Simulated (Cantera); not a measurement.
Input: 1 mol Si, 2.1 mol SF6, 47 mol N2, equilibrated at 1327 °C and 1.33 mbar.

Method: chemical equilibrium by Gibbs-energy minimisation in Cantera with the NASA 1993 tables (ideal gas, pure condensed phases). Candidate condensed phases: S, Si, Si3N4; 29 gas species. The tables' values for SF3, S2F2 (SSF2) are old estimates; treat these amounts as uncertain. Rates play no part.

**Question.** What is the equilibrium state?

**Answer.** 
```json
{
 "x(N2)": "0.863",
 "x(F)": "0.0799",
 "x(SF2)": "0.0359",
 "x(SiF4)": "0.0184",
 "x(SF3)": "0.00130",
 "x(SF)": "0.000545",
 "x(SF4)": "0.000349",
 "x(S2F2 (SSF2))": "0.000222",
 "x(S2)": "1.83e-5",
 "gas_amount": "54.44 mol",
 "log10 activity of S(l) (absent)": "-5.11",
 "log10 activity of Si(s) (absent)": "-31.47"
}
```
